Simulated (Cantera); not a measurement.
Silicon carbide growth: (CH3)2SiCl2 + C2H2 + H2

Input: 1 mol (CH3)2SiCl2, 0.02 mol C2H2, 510 mol H2, held at 1875 °C and 340 Pa.

Equilibrium computed with Cantera from the NASA thermochemical tables; the gas is ideal and each condensed phase is pure. Candidate condensed phases: C, C6H6, C7H8, C8H18, Si, SiC; 109 gas species. The feed counts by its element totals alone. The numbers say what is thermodynamically allowed, not how fast it happens.

| Quantity | Value |
|---|---|
| x(H2) | 0.924 |
| x(H) | 0.0687 |
| x(HCl) | 0.00355 |
| x(C2H2 (acetylene)) | 0.00176 |
| x(Si) | 0.00164 |
| x(Cl) | 0.000193 |
| x(SiC2) | 0.000129 |
| x(SiH) | 4.52e-5 |
| x(Si2C) | 2.23e-5 |
| gas amount | 533.4 mol |
| log10 activity of Si(l) (absent) | -1.60 |
